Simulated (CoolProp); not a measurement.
n-butane along the isotherm 220.4 K: Z from the reference equation and from simpler models built on Tc = 425.1 K, pc = 3.796 MPa, ω = 0.201; each cubic takes its own stable root.

The numbers come from the reference Helmholtz-energy equation of state, Bücker 2006 in CoolProp.

```json
[
 {"p (MPa)": "0.0379", "phase": "liquid", "reference": "0.001837"},
 {"p (MPa)": "0.0719", "phase": "liquid", "reference": "0.003485"},
 {"p (MPa)": "0.136", "phase": "liquid", "reference": "0.006591"},
 {"p (MPa)": "0.259", "phase": "liquid", "reference": "0.01255"},
 {"p (MPa)": "0.49", "phase": "liquid", "reference": "0.02374"},
 {"p (MPa)": "0.929", "phase": "liquid", "reference": "0.04498"},
 {"p (MPa)": "1.76", "phase": "liquid", "reference": "0.08512"},
 {"p (MPa)": "3.34", "phase": "liquid", "reference": "0.1612"},
 {"p (MPa)": "6.33", "phase": "liquid", "reference": "0.3045"},
 {"p (MPa)": "12", "phase": "liquid", "reference": "0.5737"}
]
```

**Question.** How far does each simpler model (van der Waals, Redlich-Kwong, Peng-Robinson) lie from the reference over these 10 states: mean and median of the absolute difference, and the worst?

**Answer.** 
- van der Waals: mean 8194.4 %, median 61.3 %, worst +53607.1 % at 220.4 K and 0.0379 MPa
- Redlich-Kwong: mean 8.8 %, median 8.9 %, worst +8.9 % at 220.4 K and 0.0379 MPa
- Peng-Robinson: mean 4.7 %, median 4.7 %, worst -4.7 % at 220.4 K and 6.33 MPa

At some of these states van der Waals gives the other phase, because its saturation line lies elsewhere.
